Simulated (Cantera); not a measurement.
Fe₂O₃ + H₂ + N₂ (hydrogen reduction and annealing atmospheres)

Charge: 1 mol Fe₂O₃, 140 mol H₂, 1.6 mol N₂.

Cantera equilibrium calculation (NASA polynomials, part measured and part estimated; ideal gas, pure solids and liquids). Candidate condensed phases: Fe, FeO, Fe(OH)₂, Fe(OH)₃, Fe₂O₃, Fe₃O₄, H₂O; 27 gas species. The numbers say what is thermodynamically allowed, not how fast it happens.

Stable condensed phases:

```
T in K \ P in Pa
              10      52     270    1400    7200   37000  190000 1000000
   1823        A       A       A       B       B       B       B       B
   1773        A       A       B       B       B       B       B       B
   1723        A       A       B       B       B       B       B       B
   1673        A       B       B       B       B       B       B       B
   1623        A       B       B       B       B       B       B       B
   1573        B       B       B       B       B       B       B       B
   1523        B       B       B       B       B       B       B       B
   1473        B       B       B       B       B       B       B       B
   1423        B       B       B       B       B       B       B       B
   1373        B       B       B       B       B       B       B       B
   1323        B       B       B       B       B       B       B       B
   1273        B       B       B       B       B       B       B       B
```

A: gas only; B: Fe.
